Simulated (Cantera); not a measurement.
Cantera run:

```python
import numpy as np
import cantera as ct

gas_names = """
    H HNO HNO2 HNO3 HO2 H2 H2O H2O2 H2S H2SO4 N NH NH2 NH3 NH2OH NO NO2 NO3 N2 N2H2 N2H4 N2O O OH O2 O3
    S SH SN SO SO2 SO3 S2 S2O S8
""".split()
cond_names = """
    H2O(s) H2O(L) H2SO4(L) S(cr1) S(cr2) S(L)
""".split()


def load(file, names, dense=False):
    # The tables refer to 1 bar. Condensed volumes are neglected.
    table = {s.name: s for s in ct.Species.list_from_file(file)}
    out = []
    for n in names:
        d = dict(table[n].input_data)
        d["thermo"] = dict(d["thermo"], **{"reference-pressure": 1e5})
        if dense:
            d["equation-of-state"] = {"model": "constant-volume", "density": "1e6 g/cm^3"}
        out.append(ct.Species.from_dict(d))
    return out


gas = ct.Solution(thermo="ideal-gas", species=load("nasa_gas.yaml", gas_names))
cond = {s.name: ct.Solution(thermo="fixed-stoichiometry", species=[s], name=s.name)
        for s in load("nasa_condensed.yaml", cond_names, dense=True)}
atoms = {
    'NH3': {'N': 1, 'H': 3},
    'SO2': {'S': 1, 'O': 2},
}
top_T = {}  # K; cautious upper limits of use, not melting points


def equilibrate(T, P, feed):
    n = {}
    for name, mol in feed.items():
        for a, k in atoms[name].items():
            n[a] = n.get(a, 0.0) + k * mol
    gas.TPX = T, P, n
    mass = sum(n.values()) * gas.mean_molecular_weight
    gas.equilibrate("TP")
    valid = [c for c in cond.values() if c.min_temp <= T <= top_T.get(c.name, c.max_temp)]
    mix = ct.Mixture([(gas, mass / gas.mean_molecular_weight)] + [(c, 0.0) for c in valid])
    mix.T, mix.P = T, P
    mix.equilibrate("TP", solver="vcs", rtol=1e-11, max_steps=5000)
    return mix


results = []
T = 1350  # K
P = 1100  # Pa
for m in [0.075, 0.19, 0.31, 0.42, 0.54, 0.65, 0.77, 0.88, 1]:
    feed = {'NH3': 1, 'SO2': m}  # mol
    mix = equilibrate(T, P, feed)
    results.append((T, P, feed, dict(zip(mix.species_names, mix.species_moles))))

top = {s: max(r[3][s] / sum(r[3][g] for g in gas_names) for r in results) for s in gas_names}
cols = sorted((s for s in top if top[s] > 1e-05), key=lambda s: -top[s])[:8]
seen = [c for c in cond_names if any(r[3].get(c, 0) > 1e-12 for r in results)]
print("log10 of partial pressures in bar; condensed amounts in mol")
print(f"{'n(SO2)':>10s}" + "".join(f"{s[:9]:>10s}" for s in cols + seen))
for T, P, feed, n in results:
    ng = sum(n[g] for g in gas_names)
    print(f"{feed['SO2']:10.4g}" + "".join(f"{np.log10(max(n[s] / ng * P / 1e5, 1e-99)):10.3f}" for s in cols)
          + "".join(f"{n.get(c, 0):10.4g}" for c in seen))
```

Output:

```
log10 of partial pressures in bar; condensed amounts in mol
    n(SO2)        H2       H2O        N2       SO2        S2       H2S        SO       S2O
     0.075    -2.151    -3.085    -2.562    -7.304    -4.462    -3.471    -7.303    -8.285
      0.19    -2.266    -2.689    -2.569    -5.903    -3.705    -3.207    -6.413    -7.017
      0.31    -2.403    -2.489    -2.580    -5.046    -3.338    -3.161    -5.893    -6.313
      0.42    -2.549    -2.376    -2.593    -4.425    -3.134    -3.206    -5.531    -5.850
      0.54    -2.728    -2.299    -2.609    -3.847    -2.999    -3.316    -5.209    -5.459
      0.65    -2.882    -2.267    -2.626    -3.443    -2.936    -3.439    -4.991    -5.210
      0.77    -3.012    -2.258    -2.646    -3.151    -2.911    -3.557    -4.839    -5.045
      0.88    -3.103    -2.261    -2.664    -2.975    -2.907    -3.645    -4.749    -4.954
         1    -3.181    -2.270    -2.684    -2.840    -2.911    -3.725    -4.683    -4.889
```

These are equilibrium values from Cantera (NASA tables, ideal gas, pure condensed phases), not measurements of a reactor.
